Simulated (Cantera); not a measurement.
# Catalytic combustion on Pt

An isothermal plug-flow reactor at 1000 K and 100000 Pa (inlet), inlet velocity 4.6 m/s, active area per volume 360 1/m; feed 0.610 % CO, 8.51 % O₂, 90.9 % N₂.

Cantera simulation using Deutschmann's 1995 Pt surface mechanism with GRI-Mech 3.0 gas chemistry; the numbers are that mechanism's predictions, not measurements. Catalytic surfaces can have several steady states; this one follows from the mechanism file's or the stated starting coverage. Mass transfer to the wall is taken as infinitely fast.

| z (m) | x CO | x O₂ | x H₂O | x CO₂ | θ free Pt | θ O* |
|---|---|---|---|---|---|---|
| 0.00079 | 0.00122 | 0.0829 | <1e-12 | 0.00489 | 0.225 | 0.775 |
| 0.0015 | 0.000498 | 0.0826 | <1e-12 | 0.00562 | 0.214 | 0.786 |
| 0.0029 | 9.57e-5 | 0.0824 | <1e-12 | 0.00602 | 0.209 | 0.791 |
| 0.0057 | 3.82e-6 | 0.0823 | <1e-12 | 0.00611 | 0.208 | 0.792 |
| 0.011 | 8.76e-9 | 0.0823 | <1e-12 | 0.00612 | 0.208 | 0.792 |
| 0.021 | <1e-12 | 0.0823 | <1e-12 | 0.00612 | 0.208 | 0.792 |
| 0.041 | <1e-12 | 0.0823 | <1e-12 | 0.00612 | 0.208 | 0.792 |
| 0.079 | <1e-12 | 0.0823 | <1e-12 | 0.00612 | 0.208 | 0.792 |
x: gas mole fraction; θ: surface coverage.
